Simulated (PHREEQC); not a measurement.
Model water analysis in mmol/kgw, 20 °C, pH 4.18, pe 10: Na 15.3; K 0.195; Ca 2.42; Mg 6.03; Cl 1.2; S(6) 24.3; Al 7.37; Si 0.145; Mn(2) 0.0709.

Valence states are taken as typed.

Model: ion-association model, phreeqc.dat, run in PHREEQC.

Task: The ionic strength comes out as 0.0541 mol/kgw. What activity coefficients do NaSO4-, AlOH+2, Mg+2, Cl-, Al(OH)2+ get?

Result: NaSO4- 0.83, AlOH+2 0.46, Mg+2 0.48, Cl- 0.81, Al(OH)2+ 0.83.

No solid was allowed to form. Saturation is exceeded, for instance for Gibbsite (slow to form), Quartz (slow to form); the values hold only as long as no solid forms. Species that the database lacks are ignored.
